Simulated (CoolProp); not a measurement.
Computed with CoolProp (reference Helmholtz-energy equation of state, Beckmüller 2019).

Problem. Give the vapour pressure (bar), vapour Z, liquid conductivity (mW/(m K)) of saturated n-octane at 515.8 K.

Solution. 
```json
[
 {"T (K)": "515.8", "p (bar)": "11.5", "vapour Z": "0.689", "liquid conductivity (mW/(m K))": "69.8"}
]
```

Thermal conductivity comes from a separate model (Huber 2005).
